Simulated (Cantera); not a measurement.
Input (Python, Cantera):

```python
import numpy as np
import cantera as ct

gas = ct.Solution("h2o2.yaml")
gas.TPX = 400, 230000, {'H2': 1, 'O2': 0.385, 'N2': 1.45}
flame = ct.FreeFlame(gas, width=0.022)
flame.set_refine_criteria(ratio=3, slope=0.08, curve=0.16)
flame.transport_model = "unity-Lewis-number"
flame.solve(loglevel=0, auto=True)
z, T = flame.grid, flame.T
thick = (T[-1] - T[0]) / np.gradient(T, z).max()
show = ['H2', 'O2', 'O', 'OH', 'H2O2', 'H2O']
print(f"laminar burning velocity  {flame.velocity[0] * 100:.3f} cm/s")
print(f"burnt temperature         {T[-1]:.1f} K")
print(f"thermal thickness         {thick * 1e3:.4f} mm")
print(f"grid points               {len(z)}")
z0 = z[flame.heat_release_rate.argmax()]
print(f"{'z/mm':>9s}{'T/K':>9s}{'u/(m/s)':>9s}" + "".join(f"{s:>11s}" for s in show))
rows = []
for k in (-3, -2, -1.5, -1, -0.5, -0.25, 0, 0.25, 0.5, 1, 2, 4, 8):
    zz = z0 + k * thick
    rows.append([k * thick, np.interp(zz, z, T), np.interp(zz, z, flame.velocity),
                 *(np.interp(zz, z, flame.X[gas.species_index(s)]) for s in show)])
    print(f"{rows[-1][0] * 1e3:9.3f}{rows[-1][1]:9.1f}{rows[-1][2]:9.3f}" + "".join(f"{x:11.3e}" for x in rows[-1][3:]))
```

Output:

```
laminar burning velocity  297.732 cm/s
burnt temperature         2404.9 K
thermal thickness         0.1168 mm
grid points               111
     z/mm      T/K  u/(m/s)         H2         O2          O         OH       H2O2        H2O
   -0.350    400.0    2.977  3.527e-01  1.358e-01  8.031e-11  5.174e-13  6.599e-10  2.275e-07
   -0.234    400.0    2.978  3.527e-01  1.358e-01  1.465e-09  9.814e-12  1.073e-08  3.701e-06
   -0.175    400.3    2.979  3.527e-01  1.358e-01  1.450e-08  1.438e-10  9.421e-08  3.256e-05
   -0.117    403.3    3.001  3.524e-01  1.356e-01  2.051e-07  1.005e-08  1.142e-06  4.022e-04
   -0.058    497.3    3.679  3.428e-01  1.303e-01  1.561e-05  2.011e-05  2.217e-05  1.195e-02
   -0.029    844.4    6.112  3.011e-01  1.090e-01  3.497e-04  6.610e-04  3.047e-05  5.947e-02
    0.000   1318.3    9.256  2.032e-01  6.396e-02  2.978e-03  2.884e-03  7.983e-06  1.539e-01
    0.029   1619.3   11.136  1.203e-01  2.591e-02  5.791e-03  7.705e-03  3.093e-06  2.285e-01
    0.058   1775.6   12.067  9.555e-02  1.234e-02  6.106e-03  1.089e-02  1.953e-06  2.558e-01
    0.117   1936.9   12.991  9.101e-02  6.661e-03  4.797e-03  1.234e-02  1.037e-06  2.709e-01
    0.234   2086.8   13.824  9.179e-02  4.031e-03  2.949e-03  1.158e-02  5.465e-07  2.826e-01
    0.467   2209.6   14.488  9.209e-02  2.137e-03  1.521e-03  9.490e-03  3.095e-07  2.930e-01
    0.934   2298.2   14.958  9.226e-02  9.670e-04  6.724e-04  6.889e-03  1.772e-07  3.011e-01
```

Model: the H2/O2 subset of GRI-Mech 3.0, which has no nitrogen chemistry, integrated in Cantera. The hydrogen kinetics of GRI-Mech 3.0 are dated; newer H2 mechanisms differ, most at raised pressure. Unity Lewis numbers drop preferential diffusion, which matters most where H2 and H carry the flame. Burning velocities carry a grid error of a few per cent, more on coarse grids.
